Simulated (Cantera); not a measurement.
Input: 1 mol Si, 5.3 mol NF3, 14 mol N2, at 775 K and 1.20 Pa.

Cantera equilibrium calculation (NASA polynomials, part measured and part estimated; ideal gas, pure solids and liquids). Candidate condensed phases: Si, Si3N4; 16 gas species. Equilibrium is a limit: real reactors are often held back by kinetics, nucleation or transport.

Base state: N2 0.588, F 0.334, F2 0.0429, SiF4 0.0353 (mole fractions); condensed: gas only.

Question: What changes in the equilibrium state with this change: temperature from 775 K to 923.15 K?

Answer: 
```
species  before    after
-------  ------  -------
N2        0.588    0.564
F         0.334    0.401
SiF4     0.0353   0.0339
F2       0.0429  0.00104
```
